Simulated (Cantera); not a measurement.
Charge: 1 mol Cu₂O, a varied amount of H₂, held at 1725 K and 13.3 mbar.

Equilibrium computed with Cantera from the NASA thermochemical tables; the gas is ideal and each condensed phase is pure. Candidate condensed phases: Cu, CuO, Cu(OH)₂, Cu₂O, H₂O; 12 gas species. Equilibrium is a limit: real reactors are often held back by kinetics, nucleation or transport.

Q: Which condensed phases are stable at each of these points (n(H₂) (mol)): 50, 73, 110, 160, 230, 330, 480, 710, 1000?

A: 
| n(H₂) (mol) | condensed phases | Cu condensed (%) |
|---|---|---|
| 50 | Cu(l) | 58.1 |
| 73 | Cu(l) | 38.9 |
| 110 | Cu(l) | 7.9 |
| 160 | gas only | 0.0 |
| 230 | gas only | 0.0 |
| 330 | gas only | 0.0 |
| 480 | gas only | 0.0 |
| 710 | gas only | 0.0 |
| 1000 | gas only | 0.0 |

From 50 mol H₂ to 110 mol H₂ the condensed part is Cu(l). From 160 mol H₂ to 1000 mol H₂ nothing is condensed.
